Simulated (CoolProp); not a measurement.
Vapour-liquid equilibrium of R113 (1) + acetone (2) at 0.399 MPa; x and y are mole fractions of (1).

The numbers come from the multi-fluid Helmholtz-energy mixture model, Marx 1992 and Lemmon 2006; pair parameters Bell 2016 in CoolProp.

Task: Give the bubble temperature and the first vapour's composition at x = 0.35, 0.5, 0.95. Is there an azeotrope?

Result: x = 0.35: 92.9 °C, y = 0.439; x = 0.5: 91.6 °C, y = 0.544; x = 0.95: 94.6 °C, y = 0.921. y crosses x between x = 0.5 and 0.65: the model has an azeotrope there.

Pair parameters are fitted to limited data, so mixtures are less certain than the pure fluids.
